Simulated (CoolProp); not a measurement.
n-hexane along the isobar 31.6 bar: fugacity coefficient from the reference equation and from simpler models built on Tc = 507.8 K, pc = 30.44 bar, ω = 0.300; each cubic takes its own stable root.

Values from CoolProp's reference Helmholtz-energy equation of state, Thol 2019.

```
T (K)          phase  reference  van der Waals  Redlich-Kwong  Soave-Redlich-Kwong  Peng-Robinson
-----  -------------  ---------  -------------  -------------  -------------------  -------------
406.8         liquid          …         0.3490         0.2305               0.1739         0.1679
424.4         liquid     0.2282         0.4048         0.2943               0.2376         0.2290
441.9         liquid     0.2996         0.4623              …               0.3121         0.3005
459.5         liquid     0.3814         0.5212         0.4395               0.3967         0.3820
477           liquid          …         0.5799         0.5168               0.4877         0.4698
494.6         liquid     0.5656         0.6373         0.5940               0.5816         0.5606
512.2  supercritical     0.6545         0.6894         0.6625               0.6649         0.6415
529.7  supercritical     0.7000         0.7205         0.7003               0.7089         0.6846
547.3  supercritical     0.7352         0.7450         0.7302               0.7437         0.7191
564.9  supercritical     0.7645         0.7659         0.7556               0.7731         0.7484
582.4  supercritical     0.7895         0.7843         0.7776               0.7986         0.7739
600    supercritical     0.8114         0.8007         0.7971               0.8211              …
```

Complete the blanks.


- 406.8, reference: 0.1674
- 441.9, Redlich-Kwong: 0.3642
- 477, reference: 0.4709
- 600, Peng-Robinson: 0.7966
